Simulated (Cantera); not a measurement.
**Counterflow diffusion flame**

A counterflow diffusion flame at 1.78 atm, nozzles 20 mm apart: fuel side CH₄ = 1 (molar parts) at 575 K, oxidiser side O₂ : N₂ = 0.26 : 0.74 (molar parts) at 648 K, fuel mass flux 0.66 times the oxidiser's; mixture-averaged transport, no radiation.

Model: GRI-Mech 3.0 (53 species, 325 reactions), integrated in Cantera. GRI-Mech 3.0 has no aromatics or soot, which form on the fuel side of real flames. The maximum strain rate includes the flame's own expansion and is several times the mean.

| oxidiser flux (kg/m²/s) | max strain (1/s) | mean strain (1/s) | T max (K) | peak x OH | peak x H | peak x NO | peak x CO | peak x C₂H₂ |
|---|---|---|---|---|---|---|---|---|
| 0.45 | 231 | 47.8 | 2475 | 0.0142 | 0.00526 | 0.000899 | 0.0928 | 0.0238 |
| 0.61 | 304 | 64.8 | 2450 | 0.0142 | 0.00545 | 0.000774 | 0.0905 | 0.0234 |
| 0.82 | 399 | 87.0 | 2430 | 0.0144 | 0.00568 | 0.000689 | 0.0884 | 0.0228 |
| 1.1 | 522 | 117 | 2411 | 0.0146 | 0.00594 | 0.000622 | 0.0866 | 0.0222 |
| 1.5 | 692 | 159 | 2393 | 0.0147 | 0.00621 | 0.000560 | 0.0848 | 0.0215 |
| 2 | 900 | 212 | 2378 | 0.0147 | 0.00646 | 0.000509 | 0.0832 | 0.0207 |
| 2.7 | 1180 | 287 | 2363 | 0.0147 | 0.00669 | 0.000459 | 0.0817 | 0.0199 |
x: mole fraction; the columns are a selection and need not sum to one.
